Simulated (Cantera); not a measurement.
**Adiabatic ignition**

An adiabatic, constant-volume homogeneous reactor starts with 4.14 % CH4, 20.2 % O2, 75.7 % N2, equivalence ratio 0.41, at 1173 K and 4.34 atm.

Model: GRI-Mech 3.0 (53 species, 325 reactions), integrated in Cantera.

```csv
t (s),T (K),P (bar),x CH4,x O2,x H2O2,x C2H,x CH3
5.00e-6,1173,4.40,0.0414,0.202,1.14e-11,<1e-12,5.07e-9
1.42e-5,1173,4.40,0.0414,0.202,8.93e-11,<1e-12,1.46e-8
4.05e-5,1173,4.40,0.0414,0.202,6.58e-10,<1e-12,4.31e-8
0.000115,1173,4.40,0.0414,0.202,4.17e-9,<1e-12,1.37e-7
0.000328,1173,4.40,0.0414,0.202,1.93e-8,<1e-12,5.44e-7
0.000932,1173,4.40,0.0413,0.202,5.75e-8,<1e-12,2.67e-6
0.00265,1174,4.40,0.0413,0.202,1.50e-7,<1e-12,5.32e-6
0.00754,1180,4.43,0.0405,0.201,1.60e-6,<1e-12,1.41e-5
0.0215,2272,8.53,<1e-12,0.117,3.33e-7,<1e-12,<1e-12
0.0611,2258,8.48,<1e-12,0.114,3.17e-7,<1e-12,<1e-12
0.174,2252,8.46,<1e-12,0.113,3.10e-7,<1e-12,<1e-12
0.494,2251,8.45,<1e-12,0.113,3.09e-7,<1e-12,<1e-12
1.41,2251,8.45,<1e-12,0.113,3.09e-7,<1e-12,<1e-12
4.00,2251,8.45,<1e-12,0.113,3.09e-7,<1e-12,<1e-12
```
x: mole fraction; the columns are a selection and need not sum to one.

```json
{
 "time_of_steepest_temperature_rise": "10.3 ms",
 "temperature at 4.00 s": "2251 K",
 "equilibrium_temperature": "2251 K",
 "x(CH4) at 4.00 s": "<1e-12 (gas-phase equilibrium <1e-12)",
 "x(O2) at 4.00 s": "0.113 (gas-phase equilibrium 0.113)",
 "x(H2O2) at 4.00 s": "3.09e-7 (gas-phase equilibrium 3.09e-7)"
}
```
